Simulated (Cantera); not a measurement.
Reactions in the system H-N-O-V

Source: NASA polynomial tables (part measured, part estimated), evaluated in Cantera. Values are per mole of reaction as written; species without (g) are pure solids or liquids, kept so even where they would boil at 1 bar.

V2O3 + 12 H(g) + 2 N2O(g) ⇌ 4 NH3(g) + V2O5

| T (K) | ΔH° (kJ) | ΔS° (J/K) | ΔG° (kJ) | log10 K |
|---|---|---|---|---|
| 1723 | -3365.7 | -1138.2 | -1404.7 | 42.58 |
| 1773 | -3368.9 | -1140.0 | -1347.8 | 39.71 |
| 1823 | -3372.0 | -1141.7 | -1290.7 | 36.98 |
| 1873 | -3375.2 | -1143.4 | -1233.6 | 34.40 |
| 1923 | -3378.3 | -1145.0 | -1176.4 | 31.95 |
| 1973 | -3381.4 | -1146.6 | -1119.1 | 29.63 |
| 2023 | -3384.5 | -1148.2 | -1061.7 | 27.41 |
